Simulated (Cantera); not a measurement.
Charge: 1 mol Si, 0.0037 mol O2, 15 mol N2, held at 1552 °C and 490 Pa.

Equilibrium computed with Cantera from the NASA thermochemical tables; the gas is ideal and each condensed phase is pure. Candidate condensed phases: Si, SiO2, Si2N2O, Si3N4; 16 gas species. The tables' values for SiN are old estimates; treat these amounts as uncertain. The numbers say what is thermodynamically allowed, not how fast it happens.

Base state: N2 0.999, Si 0.000928, SiO 0.000493, Si2N 4.18e-5, SiN 2.67e-5 (mole fractions); condensed: Si(l).

Question: What changes in the equilibrium state with this change: O2 from 0.0037 to 2.9 mol?

Answer: 
| species | before | after |
|---|---|---|
| N2 | 0.999 | 0.886 |
| O2 | <1e-9 | 0.110 |
| NO | <1e-9 | 0.00347 |
| SiO | 0.000493 | 2.11e-6 |
| Si | 0.000928 | <1e-9 |
| O | <1e-9 | 0.000729 |
| Si2N | 4.18e-5 | <1e-9 |
| SiN | 2.67e-5 | <1e-9 |
| Si(l), mol | 0.977 | 0 |
| SiO2(condensed), mol | 0 | 1.000 |
The tables hold silica as quartz up to 1696 K and as liquid above; real silica turns to tridymite and cristobalite and melts near 1996 K.

Question: What changes in the equilibrium state with this change: temperature from 1552 °C to 1077 °C?

Answer: 
```json
[
 {"species": "N2", "before": "0.999", "after": "1.00"},
 {"species": "SiO", "before": "0.000493", "after": "2.17e-7"},
 {"species": "Si", "before": "0.000928", "after": "<1e-9"},
 {"species": "Si2N", "before": "4.18e-5", "after": "<1e-9"},
 {"species": "SiN", "before": "2.67e-5", "after": "<1e-9"},
 {"species": "Si(l), mol", "before": "0.977", "after": "0"},
 {"species": "Si2N2O(s), mol", "before": "0", "after": "0.00740"},
 {"species": "Si3N4(s), mol", "before": "0", "after": "0.328"}
]
```
N2 is the only nitrogen source here; it is nearly inert below about 1500 K, so the nitride shown seldom forms there in practice. Mutual solubility and eutectic melting of coexisting phases are not modelled.
